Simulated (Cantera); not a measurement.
Feed: 1 mol Fe3O4, 0.72 mol CO, 2.5 mol N2, 0.44 mol CH4, held at 0.280 bar.

Method: chemical equilibrium by Gibbs-energy minimisation in Cantera with the NASA 1993 tables (ideal gas, pure condensed phases). Candidate condensed phases: C, C6H6, C7H8, C8H18, Fe, Fe(CO)5, FeO, Fe(OH)2, Fe(OH)3, Fe2O3, Fe3O4, H2O; 140 gas species. The tables' stoichiometric FeO is somewhat more stable than real wüstite, so its field is too wide. FeO: taken at fixed stoichiometry. Kinetics and transport are ignored.

Task: Which condensed phases are stable at each of these points (T (K)): 1473, 1573, 1673, 1773, 1873, 1973, 2073, 2173, 2273, 2373, 2473, 2573, 2673?

Result: 
```tsv
T (K)	condensed phases	Fe condensed (%)
1473	FeO(s)	100.0
1573	FeO(s)	100.0
1673	FeO(l)	100.0
1773	FeO(l)	100.0
1873	FeO(l)	100.0
1973	FeO(l)	99.9
2073	FeO(l)	99.7
2173	FeO(l)	99.3
2273	FeO(l)	98.5
2373	FeO(l)	96.9
2473	FeO(l)	94.4
2573	FeO(l)	90.7
2673	FeO(l)	85.1
```

From 1473 K to 1573 K the condensed part is FeO(s). From 1673 K to 2673 K the condensed part is FeO(l).
